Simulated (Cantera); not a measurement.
Cantera run, input and output.

```python
import numpy as np
import cantera as ct

gas = ct.Solution("SiF4_NH3_mec.yaml", "gas")
gas.TPX = 1925, 1333, {'NH3': 1, 'H2': 15, 'N2': 0.16}
reactor = ct.IdealGasConstPressureReactor(gas, energy="off", clone=False)
net = ct.ReactorNet([reactor])
net.rtol, net.atol = 1e-08, 1e-18
show = ['NH3', 'H2', 'N2H4', 'N2', 'N2H2']
times = np.geomspace(2e-06, 200, 15)

steps = ct.SolutionArray(gas, extra=["t"])
rows = []
print(f"{'t/s':>10s}{'T/K':>9s}{'P/Pa':>11s}" + "".join(f"{s:>11s}" for s in show))
for t in times:
    while net.time < t:
        t_next = net.step()
        steps.append(gas.state, t=t_next)
    rows.append([np.interp(t, steps.t, y) for y in (steps.T, steps.P, *steps(*show).X.T)])
    print(f"{t:10.3e}{rows[-1][0]:9.1f}{rows[-1][1]:11.4g}" + "".join(f"{x:11.3e}" for x in rows[-1][2:]))
rate = np.gradient(steps.T, steps.t)
print("integrator steps:", len(steps.t))
if steps.T.max() > steps.T[0] + 200:
    print(f"time of steepest temperature rise: {steps.t[rate.argmax()]:.4e} s")
gas.TPX = 1925, 1333, {'NH3': 1, 'H2': 15, 'N2': 0.16}
gas.equilibrate("TP")
print(f"equilibrium (TP): T = {gas.T:.1f} K  " + "  ".join(f"{s} {gas[s].X[0]:.3e}" for s in show))
```

Output:

```
       t/s      T/K       P/Pa        NH3         H2       N2H4         N2       N2H2
 2.000e-06   1925.0       1333  6.188e-02  9.282e-01  3.540e-20  9.901e-03  2.282e-18
 7.455e-06   1925.0       1333  6.188e-02  9.282e-01  1.259e-18  9.901e-03  6.737e-17
 2.779e-05   1925.0       1333  6.188e-02  9.282e-01  2.333e-17  9.901e-03  1.599e-15
 1.036e-04   1925.0       1333  6.188e-02  9.282e-01  2.515e-16  9.901e-03  2.928e-14
 3.861e-04   1925.0       1333  6.188e-02  9.282e-01  3.150e-15  9.901e-03  5.528e-13
 1.439e-03   1925.0       1333  6.188e-02  9.282e-01  4.261e-14  9.901e-03  9.123e-12
 5.365e-03   1925.0       1333  6.187e-02  9.282e-01  5.883e-13  9.901e-03  1.453e-10
 2.000e-02   1925.0       1333  6.185e-02  9.281e-01  8.105e-12  9.900e-03  2.670e-09
 7.455e-02   1925.0       1333  6.171e-02  9.278e-01  1.039e-10  9.924e-03  6.085e-08
 2.779e-01   1925.0       1333  5.961e-02  9.285e-01  3.123e-10  1.085e-02  2.584e-07
 1.036e+00   1925.0       1333  5.071e-02  9.332e-01  2.520e-10  1.497e-02  2.151e-07
 3.861e+00   1925.0       1333  2.829e-02  9.451e-01  1.140e-10  2.533e-02  1.088e-07
 1.439e+01   1925.0       1333  2.607e-03  9.574e-01  5.396e-12  3.719e-02  8.664e-09
 5.365e+01   1925.0       1333  7.886e-06  9.536e-01  4.040e-16  3.830e-02  1.090e-12
 2.000e+02   1925.0       1333  1.265e-06  9.536e-01  1.040e-17  3.830e-02  2.889e-14
integrator steps: 1398
equilibrium (TP): T = 1925.0 K  NH3 5.533e-08  H2 9.536e-01  N2H4 2.078e-20  N2 3.830e-02  N2H2 8.891e-16
```

Computed with Cantera and the gas-phase N/H chemistry of the illustrative SiF4/NH3 mechanism in the Surface Chemkin manual (1991). Walls and surfaces, which speed up NH3 decomposition in real reactors, are not modelled.
